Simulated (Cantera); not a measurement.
A perfectly stirred reactor is fed with H2 : O2 : N2 : H2O = 1 : 0.417 : 1.57 : 0.45 (molar parts), equivalence ratio 1.2, at 220000 Pa; it is adiabatic with a 625 K inlet, and is followed from long to short residence time, starting on the burning branch (τ in s: 0.072, 0.03, 0.012, 0.005, 0.002, 0.00084, 0.00034, 0.00014, 5.8e-05, 2.4e-05, 9.8e-06, 4e-06).

Detailed kinetics in Cantera: GRI-Mech 3.0 (53 species, 325 reactions). The hydrogen kinetics of GRI-Mech 3.0 are dated; newer H2 mechanisms differ, most at raised pressure.

Task: What does this change do: pressure from 220000 Pa to 101000 Pa?

Result: 
```json
[
 {"quantity": "blow-out, bracketed by the residence times tried", "before": "burning at 9.80 µs, out at 4.00 µs", "after": "burning at 24.0 µs, out at 9.80 µs"},
 {"quantity": "x(H2) at τ = 72.0 ms", "before": "0.0558", "after": "0.0564"},
 {"quantity": "x(O2) at τ = 72.0 ms", "before": "0.000204", "after": "0.000455"},
 {"quantity": "x(H2O) at τ = 72.0 ms", "before": "0.421", "after": "0.418"},
 {"quantity": "x(NO) at τ = 72.0 ms", "before": "0.000271", "after": "0.000322"},
 {"quantity": "x(O) at τ = 72.0 ms", "before": "5.74e-5", "after": "0.000135"},
 {"quantity": "x(H2) at τ = 0.340 ms", "before": "0.0631", "after": "0.0688"},
 {"quantity": "x(O2) at τ = 0.340 ms", "before": "0.00436", "after": "0.00875"},
 {"quantity": "x(H2O) at τ = 0.340 ms", "before": "0.399", "after": "0.379"},
 {"quantity": "x(NO) at τ = 0.340 ms", "before": "4.34e-5", "after": "3.11e-5"},
 {"quantity": "x(O) at τ = 0.340 ms", "before": "0.00127", "after": "0.00318"}
]
```
